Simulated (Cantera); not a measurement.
Charge: 1 mol MgO, 1.8 mol NF3, at 1823.15 K and 1.33 mbar.

Equilibrium computed with Cantera from the NASA thermochemical tables; the gas is ideal and each condensed phase is pure. Candidate condensed phases: Mg, MgF2, MgO; 24 gas species. Kinetics and transport are ignored.

Base state: F 0.586, MgF2 0.172, N2 0.154, O2 0.0849, NO 0.00126, O 0.00121 (mole fractions); condensed: gas only.

Question: What changes in the equilibrium state with this change: MgO replaced by CuO?

Answer: 
```json
[
 {"species": "F", "before": "0.586", "after": "0.616"},
 {"species": "N2", "before": "0.154", "after": "0.143"},
 {"species": "CuF2", "before": "0", "after": "0.0883"},
 {"species": "MgF2", "before": "0.172", "after": "0"},
 {"species": "CuF", "before": "0", "after": "0.0716"},
 {"species": "O2", "before": "0.0849", "after": "0.0788"},
 {"species": "Cu", "before": "0", "after": "1.35e-5"},
 {"species": "NO", "before": "0.00126", "after": "0.00117"},
 {"species": "O", "before": "0.00121", "after": "0.00116"}
]
```
Further candidate phases: Cu, CuF2, CuO, Cu2O.
